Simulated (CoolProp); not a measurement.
Vapour-liquid equilibrium of ethylene (1) + propylene (2) at 0.382 MPa; x and y are mole fractions of (1).

Model: multi-fluid Helmholtz-energy mixture model, Smukala 2000 and Lemmon 2013; pair parameters Bell 2016, in CoolProp.

| x | bubble temperature (K) | y at the bubble point | dew temperature at overall composition x (K) | liquid density (mol/L) |
|---|---|---|---|---|
| 0.05 | 251.4 | 0.267 | 258.2 | 13.82 |
| 0.2 | 232.2 | 0.692 | 253.6 | 14.83 |
| 0.35 | 219.9 | 0.851 | 248.4 | 15.68 |
| 0.5 | 211.6 | 0.921 | 242.3 | 16.45 |
| 0.65 | 205.6 | 0.958 | 234.7 | 17.17 |
| 0.8 | 200.9 | 0.980 | 224.5 | 17.88 |
| 0.95 | 197.0 | 0.996 | 207.0 | 18.58 |

No azeotrope shows between x = 0.05 and 0.95.

The pair parameters rest on a limited set of measurements; away from them the model extrapolates.
